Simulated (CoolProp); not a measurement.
Vapour-liquid equilibrium of fluoroethane (R161) (1) + R1234yf (2) at 271.2 K; x and y are mole fractions of (1).

Model: multi-fluid Helmholtz-energy mixture model, Wu 2012 and Lemmon 2022; pair parameters Bell 2016, in CoolProp.

Q: Give the bubble pressure and the first vapour's composition at x = 0.35, 0.575, 0.65. Is there an azeotrope?

A: x = 0.35: 345.5 kPa, y = 0.429; x = 0.575: 372.2 kPa, y = 0.642; x = 0.65: 380.0 kPa, y = 0.707. No azeotrope shows between x = 0.05 and 0.95.

The pair parameters rest on a limited set of measurements; away from them the model extrapolates.
